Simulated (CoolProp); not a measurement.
Values from CoolProp's reference Helmholtz-energy equation of state, Gao 2016.

**Question.** Give the vapour pressure (bar), liquid density (kg/m³), enthalpy of vaporisation (kJ/kg), liquid cp (kJ/(kg K)) of saturated sulfur dioxide at 52.25 °C.

**Answer.** 
```json
[
 {"T (°C)": "52.25", "p (bar)": "8.96", "liquid density (kg/m³)": "1290", "enthalpy of vaporisation (kJ/kg)": "326", "liquid cp (kJ/(kg K))": "1.45"}
]
```
